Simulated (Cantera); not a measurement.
A Cantera script and its output.

```python
import numpy as np
import cantera as ct

gas = ct.Solution("gri30.yaml")
gas.TPX = 1250, 101325, {'H2': 1, 'O2': 0.312, 'N2': 1.17, 'H2O': 0.061}
reactor = ct.IdealGasConstPressureReactor(gas, energy="on", clone=False)
net = ct.ReactorNet([reactor])
net.rtol, net.atol = 1e-08, 1e-16
show = ['H2', 'O2', 'H2O', 'NO2', 'H']
times = np.geomspace(3e-06, 9, 16)

steps = ct.SolutionArray(gas, extra=["t"])
rows = []
print(f"{'t/s':>10s}{'T/K':>9s}{'P/Pa':>11s}" + "".join(f"{s:>11s}" for s in show))
for t in times:
    while net.time < t:
        t_next = net.step()
        steps.append(gas.state, t=t_next)
    rows.append([np.interp(t, steps.t, y) for y in (steps.T, steps.P, *steps(*show).X.T)])
    print(f"{t:10.3e}{rows[-1][0]:9.1f}{rows[-1][1]:11.4g}" + "".join(f"{x:11.3e}" for x in rows[-1][2:]))
rate = np.gradient(steps.T, steps.t)
print("integrator steps:", len(steps.t))
if steps.T.max() > steps.T[0] + 200:
    print(f"time of steepest temperature rise: {steps.t[rate.argmax()]:.4e} s")
gas.TPX = 1250, 101325, {'H2': 1, 'O2': 0.312, 'N2': 1.17, 'H2O': 0.061}
gas.equilibrate("HP")
print(f"equilibrium (HP): T = {gas.T:.1f} K  " + "  ".join(f"{s} {gas[s].X[0]:.3e}" for s in show))
```

Result:

```
       t/s      T/K       P/Pa         H2         O2        H2O        NO2          H
 3.000e-06   1250.0  1.013e+05  3.932e-01  1.227e-01  2.399e-02  8.715e-26  4.092e-08
 8.108e-06   1250.0  1.013e+05  3.932e-01  1.227e-01  2.399e-02  3.463e-23  4.316e-07
 2.191e-05   1250.2  1.013e+05  3.930e-01  1.226e-01  2.413e-02  1.642e-16  1.132e-04
 5.923e-05   2135.1  1.013e+05  1.432e-01  6.095e-03  2.467e-01  6.308e-10  8.781e-02
 1.601e-04   2576.4  1.013e+05  1.573e-01  1.906e-03  2.745e-01  3.494e-09  4.041e-02
 4.327e-04   2715.5  1.013e+05  1.612e-01  8.791e-04  2.853e-01  1.272e-08  2.605e-02
 1.169e-03   2723.4  1.013e+05  1.618e-01  8.039e-04  2.858e-01  3.137e-08  2.495e-02
 3.161e-03   2720.8  1.013e+05  1.624e-01  7.802e-04  2.853e-01  5.932e-08  2.477e-02
 8.543e-03   2719.8  1.013e+05  1.626e-01  7.710e-04  2.852e-01  7.027e-08  2.470e-02
 2.309e-02   2719.8  1.013e+05  1.626e-01  7.708e-04  2.852e-01  7.052e-08  2.470e-02
 6.240e-02   2719.8  1.013e+05  1.626e-01  7.708e-04  2.852e-01  7.052e-08  2.470e-02
 1.687e-01   2719.8  1.013e+05  1.626e-01  7.708e-04  2.852e-01  7.052e-08  2.470e-02
 4.558e-01   2719.8  1.013e+05  1.626e-01  7.708e-04  2.852e-01  7.052e-08  2.470e-02
 1.232e+00   2719.8  1.013e+05  1.626e-01  7.708e-04  2.852e-01  7.052e-08  2.470e-02
 3.330e+00   2719.8  1.013e+05  1.626e-01  7.708e-04  2.852e-01  7.052e-08  2.470e-02
 9.000e+00   2719.8  1.013e+05  1.626e-01  7.708e-04  2.852e-01  7.052e-08  2.470e-02
integrator steps: 1221
time of steepest temperature rise: 3.8232e-05 s
equilibrium (HP): T = 2719.8 K  H2 1.626e-01  O2 7.708e-04  H2O 2.852e-01  NO2 7.052e-08  H 2.470e-02
```

Computed with Cantera and GRI-Mech 3.0 (53 species, 325 reactions).
